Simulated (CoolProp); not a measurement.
R125 at 293.15 K and 2.12 MPa is throttled through a valve to 0.287 MPa with no heat exchange. Each further row changes one setting.

The numbers come from the reference Helmholtz-energy equation of state, Lemmon 2005 in CoolProp.

```json
[
 {"case": "as stated", "temperature change (K)": "-44.2", "final phase": "[?]", "final density (kg/m³)": "[?]"},
 {"case": "outlet pressure 0.0861 MPa", "temperature change (K)": "[?]", "final phase": "[?]", "final density (kg/m³)": "[?]"},
 {"case": "outlet pressure 0.373 MPa", "temperature change (K)": "[?]", "final phase": "[?]", "final density (kg/m³)": "[?]"}
]
```

### Question
What belongs in the gaps?

### Answer

- as stated, final phase: two-phase, vapour fraction 0.367
- as stated, final density (kg/m³): 48.7
- outlet pressure 0.0861 MPa, temperature change (K): -71.3
- outlet pressure 0.0861 MPa, final phase: two-phase, vapour fraction 0.519
- outlet pressure 0.0861 MPa, final density (kg/m³): 11.2
- outlet pressure 0.373 MPa, temperature change (K): -37.3
- outlet pressure 0.373 MPa, final phase: two-phase, vapour fraction 0.322
- outlet pressure 0.373 MPa, final density (kg/m³): 70.6
